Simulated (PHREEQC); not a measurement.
Solution A (0.07 mol Cu(NO3)2 and 0.00049 mol HBF4 per kg of water) is mixed with solution B (0.0092 mol/kgw CuSO4, 0.045 mol/kgw HBF4 and 0.0029 mol/kgw KCl) at 25 °C; shares are by mass of water, 1 kg in all. Oxygen is held at 0.21 atm. No CO2 enters from the air. Only these solids could form: Tenorite, Brochantite, Antlerite, Atacamite, Cu2(OH)3NO3, Chalcanthite, CuF2:2H2O.

Equilibrium calculation in PHREEQC: ion-association model, wateq4f.dat.

| share of solution B | pH | Cu+2 (mol/kgw) | BF4- (mol/kgw) |
|---|---|---|---|
| 0 | 3.04 | 0.0697 | 1.13e-5 |
| 0.1 | 2.40 | 0.0631 | 0.00340 |
| 0.2 | 2.15 | 0.0567 | 0.00742 |
| 0.3 | 1.99 | 0.0504 | 0.0115 |
| 0.4 | 1.87 | 0.0441 | 0.0157 |
| 0.5 | 1.78 | 0.0378 | 0.0199 |
| 0.6 | 1.71 | 0.0317 | 0.0241 |
| 0.7 | 1.64 | 0.0256 | 0.0283 |
| 0.8 | 1.59 | 0.0197 | 0.0325 |
| 0.9 | 1.54 | 0.0139 | 0.0368 |
| 1 | 1.50 | 0.00819 | 0.0410 |

Real BF4- forms and hydrolyses slowly; the run takes it at equilibrium.
